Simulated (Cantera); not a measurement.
**Equilibrium for silicon nitride deposition: SiH2Cl2 + NH3 + H2**

Input: 1 mol SiH2Cl2, 0.61 mol NH3, a varied amount of H2, equilibrated at 233 Torr.

Method: chemical equilibrium by Gibbs-energy minimisation in Cantera with the NASA 1993 tables (ideal gas, pure condensed phases). Candidate condensed phases: NH4Cl, Si, Si3N4; 28 gas species. Mutual solubility and eutectic melting of coexisting phases are not modelled. The tables' values for SiCl3 are old estimates. Equilibrium is a limit: real reactors are often held back by kinetics, nucleation or transport.

Stable condensed phases:

```
T in K \ n(H2) in mol
         5.8 6.8   8 9.4  11  13  15  18  21  25  29  34
   2098    A   A   A   A   A   A   A   A   A   A   A   A
   2073    A   A   A   A   A   A   A   A   A   A   A   A
   2048    A   A   A   A   A   A   A   A   A   A   A   A
   2023    A   A   A   A   A   A   A   A   A   A   A   A
   1998    A   A   A   A   A   A   A   A   A   A   A   A
   1973    A   A   A   A   A   A   A   A   A   A   A   A
   1948    A   A   A   A   A   A   A   A   A   A   A   A
   1923    A   A   A   A   A   A   A   A   A   A   A   A
   1898    A   A   A   A   A   A   A   A   A   A   A   A
   1873    A   A   A   A   A   A   A   A   A   A   A   A
   1848    A   A   A   A   A   A   A   A   A   A   A   A
   1823    A   A   A   A   A   A   A   A   A   A   A   A
   1798    B   B   A   A   A   A   A   A   A   A   A   A
   1773    B   B   B   B   B   B   A   A   A   A   A   A
```

A: Si; B: Si + Si3N4.
